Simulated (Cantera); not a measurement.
## TiCl₄ + O₂ (titanium nitride, carbide and oxide coatings)

Charge: 1 mol TiCl₄, 8.2 mol O₂, at 1.33 mbar.

Method: chemical equilibrium by Gibbs-energy minimisation in Cantera with the NASA 1993 tables (ideal gas, pure condensed phases). Candidate condensed phases: Ti, TiCl₂, TiCl₃, TiCl₄, TiO, TiO₂, Ti₂O₃, Ti₃O₅, Ti₄O₇; 15 gas species. Equilibrium is a limit: real reactors are often held back by kinetics, nucleation or transport.

```tsv
T (°C)	x O₂	x Cl	x Cl₂	x O	x ClO	x TiOCl₂	n TiO₂(rutile)
1200	0.672	0.283	0.0452	6.27e-5	0.000215	3.01e-7	1.000
1250	0.661	0.311	0.0279	0.000123	0.000221	5.25e-7	1.000
1300	0.653	0.330	0.0166	0.000231	0.000219	8.26e-7	1.000
1350	0.649	0.341	0.00980	0.000420	0.000213	1.21e-6	1.000
1400	0.646	0.347	0.00582	0.000736	0.000205	1.67e-6	1.000
1450	0.644	0.351	0.00350	0.00125	0.000197	2.24e-6	1.000
1500	0.643	0.353	0.00215	0.00206	0.000189	2.92e-6	1.000
```
x: gas mole fraction; n: condensed amount in mol.

From 1200 °C to 1500 °C the condensed part is TiO₂(rutile). The main Ti-bearing gas is TiCl₄ at 1200 °C and TiOCl₂ at 1500 °C.
